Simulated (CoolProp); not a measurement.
Properties of CHF3 (R23) at several states (Tc = 299.3 K, pc = 4.832 MPa, ω = 0.263).

Model: reference Helmholtz-energy equation of state, Penoncello 2003, in CoolProp.

```tsv
T (K)	p (MPa)	phase	density (kg/m³)	isothermal compressibility (1/MPa)	expansivity (1/kK)	fugacity coefficient
414.2	0.632	gas	13.04	1.606	2.559	0.9856
229.7	0.0134	gas	0.4925	74.82	4.394	0.9975
420.5	0.0231	gas	0.4628	43.31	2.383	0.9995
183.8	0.523	liquid	1474	0.001554	2.522	0.1222
```
